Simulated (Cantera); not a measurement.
## Dilute partial oxidation

An isothermal, constant-pressure homogeneous reactor starts with 0.184 % CH₂O, 0.413 % O₂, 91.8 % N₂, 7.62 % CH₄, equivalence ratio 37, at 900 K and 0.670 bar.

Detailed kinetics in Cantera: GRI-Mech 3.0 (53 species, 325 reactions). GRI-Mech 3.0 stops at C3 and has no aromatics, soot or wall deposition, so with more carbon than oxygen in the feed, carbon stays in small species such as C2H2 where larger ones or solid carbon would form. Below about 1000 K GRI-Mech 3.0 lacks low-temperature oxidation paths.

```tsv
t (s)	x CH₂O	x O₂	x H	x C₂H	x NO₂	x O
3.00e-5	0.00184	0.00413	2.70e-12	<1e-12	<1e-12	<1e-12
0.000103	0.00184	0.00413	2.84e-12	<1e-12	<1e-12	<1e-12
0.000354	0.00184	0.00413	3.00e-12	<1e-12	<1e-12	<1e-12
0.00122	0.00184	0.00413	3.55e-12	<1e-12	<1e-12	<1e-12
0.00418	0.00184	0.00413	5.45e-12	<1e-12	<1e-12	<1e-12
0.0144	0.00184	0.00413	1.28e-11	<1e-12	<1e-12	<1e-12
0.0493	0.00184	0.00413	6.42e-11	<1e-12	<1e-12	<1e-12
0.169	0.00181	0.00411	3.27e-9	<1e-12	<1e-12	1.08e-11
0.582	0.00151	0.00366	9.48e-9	<1e-12	<1e-12	3.01e-11
2.00	0.000975	0.00287	3.81e-9	<1e-12	<1e-12	1.07e-11
```
x: mole fraction; the columns are a selection and need not sum to one.

Equilibrium at this temperature and pressure: CH₂O 7.29e-11, O₂ <1e-12, H 1.96e-11, C₂H <1e-12, NO₂ <1e-12, O <1e-12 (gas phase only).
